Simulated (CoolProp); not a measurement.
Properties of R507A along the isobar 20600 kPa (Tc = 70.6 °C, pc = 3705 kPa, ω = 0.286).

The numbers come from the reference Helmholtz-energy equation of state, Lemmon 2003 in CoolProp. It is a pseudo-pure fit of the blend.

| T (°C) | phase | Z | cp (kJ/(kg K)) | fugacity coefficient |
|---|---|---|---|---|
| -57.45 | liquid | 0.8139 | 1.190 | 0.006290 |
| -41.35 | liquid | 0.7805 | 1.205 | 0.01322 |
| -25.25 | liquid | 0.7529 | 1.226 | 0.02458 |
| -9.15 | liquid | 0.7306 | 1.249 | 0.04146 |
| 7.05 | liquid | 0.7128 | 1.275 | 0.06480 |
| 23.15 | liquid | 0.6994 | 1.302 | 0.09461 |
| 39.25 | liquid | 0.6900 | 1.331 | 0.1309 |
| 55.35 | liquid | 0.6847 | 1.362 | 0.1731 |
| 71.45 | supercritical | 0.6835 | 1.393 | 0.2202 |
| 87.55 | supercritical | 0.6864 | 1.425 | 0.2712 |
| 103.65 | supercritical | 0.6937 | 1.454 | 0.3247 |
